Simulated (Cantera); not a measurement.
A closed system holds: 1 mol SiH4, 0.1 mol C2H4, 15 mol H2, 3.7 mol HCl, equilibrated at 1.00 Torr.

Cantera equilibrium calculation (NASA polynomials, part measured and part estimated; ideal gas, pure solids and liquids). Candidate condensed phases: C, C6H6, C7H8, C8H18, Si, SiC; 109 gas species. The tables' values for SiCl are old estimates; treat these amounts as uncertain. The numbers say what is thermodynamically allowed, not how fast it happens.

Question: At 2400 °C, list the 7 most abundant gas species with their mole fractions, and the condensed phases.

Answer: H 0.648, H2 0.213, Cl 0.0731, HCl 0.0345, Si 0.0273, SiC2 0.00150, C2H2 (acetylene) 0.000607. Condensed: gas only.
